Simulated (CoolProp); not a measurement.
Vapour-liquid equilibrium of isobutene (1) + ethanol (2) at 103.95 °C; x and y are mole fractions of (1).

Model: multi-fluid Helmholtz-energy mixture model, Lemmon 2005 and Schroeder 2014; pair parameters Bell 2016, in CoolProp.

Question: Give the bubble pressure and the first vapour's composition at x = 0.55, 0.85, 0.95. Is there an azeotrope?

Answer: x = 0.55: 1.603 MPa, y = 0.859; x = 0.85: 1.827 MPa, y = 0.919; x = 0.95: 1.926 MPa, y = 0.967. No azeotrope shows between x = 0.05 and 0.95.

The pair parameters rest on a limited set of measurements; away from them the model extrapolates. With so large a gap from Raoult's law the liquid may split in two, which this calculation doesn't test in full.
